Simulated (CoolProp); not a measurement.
Vapour-liquid equilibrium of R1234ze(E) (1) + n-pentane (2) at 0.049 MPa; x and y are mole fractions of (1).

The numbers come from the multi-fluid Helmholtz-energy mixture model, Thol 2016 and Thol 2019; pair parameters Bell 2016 in CoolProp.

Q: Give the bubble temperature and the first vapour's composition at x = 0.5, 0.65, 0.8. Is there an azeotrope?

A: x = 0.5: 242.4 K, y = 0.929; x = 0.65: 241.4 K, y = 0.937; x = 0.8: 240.5 K, y = 0.949. No azeotrope shows between x = 0.05 and 0.95.

The pair parameters rest on a limited set of measurements; away from them the model extrapolates. With so large a gap from Raoult's law the liquid may split in two, which this calculation doesn't test in full.
